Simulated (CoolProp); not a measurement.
The fluoroketone C6F12O (FK-5-1-12) along the isotherm 107.15 °C: fugacity coefficient from the reference equation and from simpler models built on Tc = 168.7 °C, pc = 18.69 bar, ω = 0.471; each cubic takes its own stable root.

Values from CoolProp's reference Helmholtz-energy equation of state, McLinden 2015.

```tsv
p (bar)	phase	reference	Soave-Redlich-Kwong	Peng-Robinson
23.4	liquid	0.2158	0.2237	0.2151
46.7	liquid	0.1284	0.1354	0.1274
70.1	liquid	0.1013	0.1083	0.09988
93.5	liquid	0.08974	0.09707	0.08776
117	liquid	0.08457	0.09240	0.08197
140	liquid	0.08289	0.09135	0.07960
164	liquid	0.08341	0.09267	0.07928
187	liquid	0.08552	0.09567	0.08045
```
